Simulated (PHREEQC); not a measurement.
PHREEQC input (ion-association model, wateq4f.dat):

```
SOLUTION_MASTER_SPECIES
  An  An-  0  An  62.0  # stands for a non-complexing anion
SOLUTION_SPECIES
  An- = An-
    -log_k 0
    -gamma 3.0 0
PHASES
  Fix_H+
    H+ = H+
    -log_k 0
SOLUTION 1
  temp 25
  units mmol/kgw
  pH 7 charge
  Na 5
  An 5
END
SELECTED_OUTPUT 1
  -reset false
  -pH true
  -pe true
  -ionic_strength true
  -water true
  -totals Na
  -molalities Hfo_wOH Hfo_wOH2+ Hfo_wO- Hfo_sOH Hfo_sOH2+ Hfo_sO-
USER_PUNCH 1
  -headings sigma psi
  10 PUNCH EDL("sigma", "Hfo"), EDL("psi", "Hfo")
PRINT
  -reset false
USE solution 1
SURFACE 1
  Hfo_wOH 0.00292135 600 1.3
  Hfo_sOH 7.30337e-05
EQUILIBRIUM_PHASES 1
  Fix_H+ -3 HAn 10
    -force_equality true
  O2(g) -0.68 10
END
# ... the last block is repeated for the other 16 points of pH, with NaOH or the acid as the point needs
```

Selected output (columns that matter, 17 of 17 rows; pH added in front):

```
pH	mu	Na	m_Hfo_wOH	m_Hfo_wOH2+	m_Hfo_wO-	m_Hfo_sOH	m_Hfo_sOH2+	m_Hfo_sO-	sigma	psi
3	0.0073346	0.005	0.00047597	0.0024433	2.1241e-06	1.1899e-05	6.1081e-05	5.3104e-08	0.30954	0.21176
3.5	0.0063538	0.005	0.00092554	0.0019859	9.8817e-06	2.3139e-05	4.9648e-05	2.4704e-07	0.25057	0.20459
4	0.0058708	0.005	0.0013752	0.0015176	2.8547e-05	3.438e-05	3.794e-05	7.1368e-07	0.18882	0.19209
4.5	0.0055794	0.005	0.0017347	0.0011254	6.1254e-05	4.3367e-05	2.8135e-05	1.5313e-06	0.13494	0.17616
5	0.0053838	0.005	0.0019787	0.0008353	0.00010738	4.9467e-05	2.0882e-05	2.6844e-06	0.092302	0.15762
5.5	0.005248	0.005	0.0021213	0.00063866	0.00016141	5.3032e-05	1.5966e-05	4.0352e-06	0.060517	0.13673
6	0.0051545	0.005	0.0021931	0.0005138	0.00021445	5.4827e-05	1.2845e-05	5.3612e-06	0.037959	0.1136
6.5	0.005092	0.005	0.0022246	0.00043782	0.00025894	5.5615e-05	1.0945e-05	6.4736e-06	0.022682	0.088495
7	0.0050513	0.005	0.0022369	0.00039212	0.00029233	5.5922e-05	9.8031e-06	7.3082e-06	0.012654	0.06189
7.5	0.0050242	0.005	0.0022413	0.0003636	0.00031649	5.6031e-05	9.09e-06	7.9123e-06	0.0059733	0.034303
8	0.0050041	0.005	0.0022425	0.0003434	0.00033547	5.6062e-05	8.585e-06	8.3868e-06	0.001005	0.0062072
8.5	0.0050182	0.005033	0.002242	0.00032521	0.0003541	5.6051e-05	8.1301e-06	8.8525e-06	-0.0036641	-0.021977
9	0.0050489	0.0050869	0.0022394	0.00030385	0.0003781	5.5985e-05	7.5962e-06	9.4525e-06	-0.0094151	-0.049841
9.5	0.0051061	0.005178	0.0022314	0.00027479	0.00041512	5.5786e-05	6.8697e-06	1.0378e-05	-0.017794	-0.076927
10	0.0052324	0.0053567	0.0022098	0.00023457	0.00047693	5.5246e-05	5.8642e-06	1.1923e-05	-0.030732	-0.10269
10.5	0.0055484	0.0057539	0.0021555	0.00018248	0.0005833	5.3889e-05	4.562e-06	1.4583e-05	-0.050826	-0.12646
11	0.0064237	0.0067565	0.0020277	0.00012209	0.00077151	5.0693e-05	3.0522e-06	1.9288e-05	-0.082349	-0.14728
```

The oxide is taken as insoluble; below pH 4 it would dissolve.
